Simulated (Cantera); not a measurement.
An adiabatic, constant-pressure homogeneous reactor starts with CO : H2 : CH4 : O2 : N2 = 1 : 0.81 : 0.71 : 3.18 : 12 (molar parts), equivalence ratio 0.73, at 950 K and 17300 Torr. Integrator tolerance rtol = 1e-08.

Computed with Cantera and GRI-Mech 3.0 (53 species, 325 reactions). The pressure lies above the range GRI-Mech 3.0 was tuned for (to about 10 atm). Below about 1000 K GRI-Mech 3.0 lacks low-temperature oxidation paths.

```csv
quantity,before,after
time of steepest temperature rise,21.6 ms,19.4 ms
temperature at 2.00 s,2467 K,2757 K
equilibrium temperature,2467 K,2757 K
x(CO) at 2.00 s,0.00297 (gas-phase equilibrium 0.00297),0.00707 (gas-phase equilibrium 0.00707)
x(H2) at 2.00 s,0.000639 (gas-phase equilibrium 0.000639),0.00138 (gas-phase equilibrium 0.00138)
x(CH4) at 2.00 s,<1e-12 (gas-phase equilibrium <1e-12),<1e-12 (gas-phase equilibrium <1e-12)
x(CH2CO) at 2.00 s,<1e-12 (gas-phase equilibrium <1e-12),<1e-12 (gas-phase equilibrium <1e-12)
x(HCO) at 2.00 s,1.17e-9 (gas-phase equilibrium 1.17e-9),1.49e-8 (gas-phase equilibrium 1.49e-8)
x(CH2O) at 2.00 s,1.75e-11 (gas-phase equilibrium 1.75e-11),2.51e-10 (gas-phase equilibrium 2.51e-10)
```

Name the change that produced these shifts.
A) initial temperature 950 to 1350 K
B) initial temperature 950 to 1098 K
C) pressure from 17300 Torr to 3750 Torr
D) constant volume in place of constant pressure

D, constant volume in place of constant pressure
